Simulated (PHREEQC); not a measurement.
Dissolve 0.04 mol/kgw ZnSO4, 0.002 mol/kgw NaCl and 0.016 mol/kgw H2SO4 at 25 °C. Closed to the air; pH follows from the charge balance.

All values are PHREEQC results (ion-association model, wateq4f.dat), not measurements.

Precipitation was switched off in this run.

Question: Estimate the pH, ionic strength.

Answer: pH 1.83; ionic strength 0.110 mol/kgw.

Question: In which forms is Na present?

Answer: Na+ 96 %, NaSO4- 3.7 % of the Na.

Species that the database lacks are ignored.
